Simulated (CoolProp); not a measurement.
Computed with CoolProp (reference Helmholtz-energy equation of state, Jacobsen 1992).

Task: Give the vapour pressure (kPa), vapour density (kg/m³), liquid cp (kJ/(kg K)), surface tension (mN/m) of saturated R11 at 266, 279.8, 297 K.

Result: 
```tsv
T (K)	p (kPa)	vapour density (kg/m³)	liquid cp (kJ/(kg K))	surface tension (mN/m)
266	29.3	1.85	0.854	22.0
279.8	53.1	3.21	0.864	20.2
297	102	5.88	0.880	18.0
```

Surface tension comes from a separate correlation (Mulero 2012).
